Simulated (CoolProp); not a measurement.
Octamethyltrisiloxane (MDM) at several states: density (kg/m³) from the reference equation and from simpler models built on Tc = 292.2 °C, pc = 1.438 MPa, ω = 0.528; each cubic takes its own stable root.

Model: reference Helmholtz-energy equation of state, Thol 2017, in CoolProp.

```
T (°C)  p (MPa)   phase  reference  Redlich-Kwong  Soave-Redlich-Kwong
------  -------  ------  ---------  -------------  -------------------
105.55    0.133  liquid      730.9          617.7                666.4
167.95     1.71  liquid      663.4          564.0                608.7
-19.85   0.0737  liquid      859.7          725.9                755.5
40.35      0.13  liquid      800.0          679.7                719.2
-17.95     3.87  liquid      861.8          733.0                758.8
```
